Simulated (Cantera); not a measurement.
**Roasting and sulfation: FeS + H2S + CO2**

Input: 1 mol FeS, 2.4 mol H2S, 0.093 mol CO2, at 902 °C.

These are equilibrium values from Cantera (NASA tables, ideal gas, pure condensed phases), not measurements of a reactor. Candidate condensed phases: C, C6H6, C7H8, C8H18, Fe, Fe(CO)5, FeO, Fe(OH)2, Fe(OH)3, FeS, FeSO4, FeS2, Fe2O3, Fe2(SO4)3, Fe3O4, H2O, H2SO4, S; 127 gas species. FeS: taken at fixed stoichiometry. Gases not in the tables: S3 to S7. Kinetics and transport are ignored.

From 7.50 Torr to 15000 Torr the condensed part is FeS(s).

```
P (Pa)   x H2S    x H2    x S2   x H2O    x CO    x COS    x CO2     x CS2  n FeS(s)
-------  -----  ------  ------  ------  ------  -------  -------  --------  --------
1000     0.406   0.347   0.187  0.0287  0.0274  0.00102  0.00177  0.000140      1.00
2600     0.495   0.287   0.157  0.0295  0.0275  0.00151  0.00221  0.000245      1.00
6700     0.578   0.230   0.129  0.0301  0.0272  0.00217  0.00277  0.000402      1.00
17000    0.651   0.181   0.104  0.0306  0.0263  0.00300  0.00347  0.000619      1.00
45000    0.715   0.138  0.0814  0.0308  0.0249  0.00409  0.00434  0.000920      1.00
120000   0.768   0.103  0.0630  0.0309  0.0229  0.00541  0.00535   0.00130      1.00
300000   0.807  0.0777  0.0491  0.0308  0.0206  0.00679  0.00637   0.00172      1.00
770000   0.838  0.0575  0.0377  0.0306  0.0179  0.00830  0.00746   0.00220      1.00
2000000  0.862  0.0422  0.0286  0.0304  0.0151  0.00984  0.00853   0.00270      1.00
```
x: gas mole fraction; n: condensed amount in mol.
